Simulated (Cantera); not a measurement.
An isothermal, constant-pressure homogeneous reactor starts with CH4 : H2O = 1 : 0.35 (molar parts), at 1973 K and 3750 Torr.

Model: GRI-Mech 3.0 (53 species, 325 reactions), integrated in Cantera. GRI-Mech 3.0 stops at C3 and has no aromatics, soot or wall deposition, so with more carbon than oxygen in the feed, carbon stays in small species such as C2H2 where larger ones or solid carbon would form.

x: mole fraction; the columns are a selection and need not sum to one.

| t (s) | x CH4 | x H2O | x O2 | x H | x HCO |
|---|---|---|---|---|---|
| 4.00e-6 | 0.703 | 0.256 | 6.74e-11 | 5.12e-5 | 8.58e-8 |
| 1.09e-5 | ___ | 0.247 | 4.45e-10 | ___ | ___ |
| 2.97e-5 | 0.435 | 0.219 | 8.40e-10 | 0.000232 | 2.13e-7 |
| 8.10e-5 | 0.268 | 0.189 | 5.84e-10 | 0.000323 | 1.03e-7 |
| 0.000221 | 0.146 | 0.166 | 3.27e-10 | 0.000396 | 5.37e-8 |
| 0.000602 | 0.0713 | 0.146 | 2.19e-10 | 0.000451 | 3.35e-8 |
| 0.00164 | 0.0381 | 0.122 | 1.48e-10 | 0.000485 | 3.65e-8 |
| 0.00447 | 0.0286 | 0.0851 | 7.07e-11 | 0.000501 | 6.02e-8 |
| 0.0122 | 0.0236 | 0.0403 | 1.57e-11 | 0.000512 | 9.53e-8 |
| 0.0332 | 0.0198 | 0.00844 | <1e-12 | 0.000519 | 1.23e-7 |
| 0.0906 | 0.0188 | 0.000204 | <1e-12 | 0.000521 | 1.31e-7 |
| 0.247 | 0.0188 | 4.08e-6 | <1e-12 | 0.000521 | 1.31e-7 |
| 0.673 | 0.0188 | 4.07e-6 | <1e-12 | 0.000521 | 1.31e-7 |
| 1.83 | 0.0188 | 4.07e-6 | <1e-12 | 0.000521 | 1.31e-7 |
| 5.00 | 0.0188 | 4.07e-6 | <1e-12 | 0.000521 | 1.31e-7 |

Q: Fill in the missing entries.

A: 
- 1.09e-5, x CH4: 0.610
- 1.09e-5, x H: 0.000130
- 1.09e-5, x HCO: 3.05e-7
